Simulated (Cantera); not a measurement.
A freely propagating, adiabatic, planar premixed flame of H2 : O2 : N2 = 1 : 0.417 : 1.57 (molar parts), equivalence ratio 1.2, unburnt at 548 K and 330000 Pa; mixture-averaged transport, grid criteria slope 0.08 and curve 0.16, no radiation.

Computed with Cantera and the H2/O2 subset of GRI-Mech 3.0, which has no nitrogen chemistry. The hydrogen kinetics of GRI-Mech 3.0 are dated; newer H2 mechanisms differ, most at raised pressure. Burning velocities carry a grid error of a few per cent, more on coarse grids.

### Question
What does this change do: inlet temperature 548 to 600 K?

### Answer
| quantity | before | after |
|---|---|---|
| laminar burning velocity | 724 cm/s | 853 cm/s |
| thermal thickness | 0.0946 mm | 0.0990 mm |
| peak x(H2O2) | 5.87e-5 | 4.41e-5 |
| peak x(O) | 0.00817 | 0.00876 |
| peak x(H) | 0.0515 | 0.0543 |
| peak x(OH) | 0.0160 | 0.0167 |

### Question
What does this change do: inlet temperature 548 to 575 K?

### Answer
| quantity | before | after |
|---|---|---|
| laminar burning velocity | 724 cm/s | 788 cm/s |
| thermal thickness | 0.0946 mm | 0.0969 mm |
| peak x(H2O2) | 5.87e-5 | 5.09e-5 |
| peak x(O) | 0.00817 | 0.00847 |
| peak x(H) | 0.0515 | 0.0529 |
| peak x(OH) | 0.0160 | 0.0164 |
